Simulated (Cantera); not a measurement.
Input: 1 mol Si₂H₆, 13 mol H₂, 0.013 mol Cl₂, held at 1127 °C and 75.0 Torr.

Method: chemical equilibrium by Gibbs-energy minimisation in Cantera with the NASA 1993 tables (ideal gas, pure condensed phases). Candidate condensed phases: Si; 19 gas species. The feed counts by its element totals alone. Equilibrium is a limit: real reactors are often held back by kinetics, nucleation or transport.

Base state: H₂ 0.998, HCl 0.00161, H 1.54e-5 (mole fractions); condensed: Si(s).

Task: What changes in the equilibrium state with this change: Si₂H₆ replaced by Si₂Cl₆?

Result: 
| species | before | after |
|---|---|---|
| H₂ | 0.998 | 0.767 |
| HCl | 0.00161 | 0.130 |
| SiCl₂ | 7.64e-6 | 0.0653 |
| SiCl₄ | <1e-9 | 0.0152 |
| SiCl₃ | 1.93e-8 | 0.0153 |
| SiHCl₃ | 9.13e-9 | 0.00633 |
| SiH₂Cl₂ | 6.04e-8 | 0.000397 |
| H | 1.54e-5 | 1.35e-5 |
| Si(s), mol | 2.00 | 0.405 |
The tables' values for SiCl₃ are old estimates; treat these amounts as uncertain.

Task: What changes in the equilibrium state with this change: Cl₂ from 0.013 to 0.064 mol?

Result: 
| species | before | after |
|---|---|---|
| H₂ | 0.998 | 0.992 |
| HCl | 0.00161 | 0.00761 |
| SiCl₂ | 7.64e-6 | 0.000172 |
| H | 1.54e-5 | 1.53e-5 |
| Si(s), mol | 2.00 | 2.00 |
